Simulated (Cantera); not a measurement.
Charge: 1 mol Cr, 17 mol NH3, 190 mol H2, held at 0.00133 bar.

Equilibrium computed with Cantera from the NASA thermochemical tables; the gas is ideal and each condensed phase is pure. Candidate condensed phases: Cr, CrN, Cr2N; 11 gas species. Rates play no part. All values below are at 2598 K.

Base state: H 0.619, H2 0.352, N2 0.0261, Cr 0.00307 (mole fractions); condensed: gas only.

Question: What changes in the equilibrium state with this change: NH3 from 17 to 4.9 mol?

Answer: 
```csv
species,before,after
H,0.619,0.627
H2,0.352,0.361
N2,0.0261,0.00838
Cr,0.00307,0.00342
```
